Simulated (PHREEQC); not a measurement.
Make-up at 25 °C: 31 mmol/kgw H3PO4, 40 mmol/kgw K2HPO4 and 120 mmol/kgw NaCl. Closed to the air; pH follows from the charge balance.

Equilibrium calculation in PHREEQC: ion-association model, wateq4f.dat.

No solid was allowed to form.

### Question
Order these P species by the share of P that they hold, largest first: KHPO4-, HPO4-2, H2PO4-, NaHPO4-.

### Answer
H2PO4- (87 %), HPO4-2 (11 %), NaHPO4- (0.78 %), KHPO4- (0.50 %)

The pH is 5.92 and the ionic strength 0.207 mol/kgw. Species that the database lacks are ignored. H3PO4, which wateq4f.dat lacks, is added to it with the constant of phreeqc.dat.
